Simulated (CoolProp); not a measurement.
Saturation properties of propane (Tc = 369.9 K, pc = 4.251 MPa, ω = 0.152).

Computed with CoolProp (reference Helmholtz-energy equation of state, Lemmon 2009).

```csv
T (K),p (MPa),liquid density (kg/m³),enthalpy of vaporisation (kJ/kg),vapour viscosity (µPa s)
207.7,?,607.1,?,5.71
213.5,?,600.7,443.3,5.86
219.3,?,594.2,437.6,6.01
225.2,0.07774,587.6,431.6,6.16
231,0.1012,580.9,425.6,6.31
236.8,0.1298,574.2,419.4,6.46
242.6,0.1642,567.3,?,6.61
248.4,0.2053,560.3,406.4,6.76
254.2,0.2539,553.1,399.5,6.91
260.1,0.3117,545.7,392.2,7.08
265.9,0.3778,538.2,384.7,7.24
271.7,0.4538,?,376.9,?
```

Question: What belongs in the gaps?

Answer: 
- 207.7, p (MPa): 0.03172
- 207.7, enthalpy of vaporisation (kJ/kg): 448.9
- 213.5, p (MPa): 0.04349
- 219.3, p (MPa): 0.05851
- 242.6, enthalpy of vaporisation (kJ/kg): 413.0
- 271.7, liquid density (kg/m³): 530.5
- 271.7, vapour viscosity (µPa s): 7.40

It boils at 231.0 K under 1 atm.

Viscosity comes from a separate model (Vogel 1998).
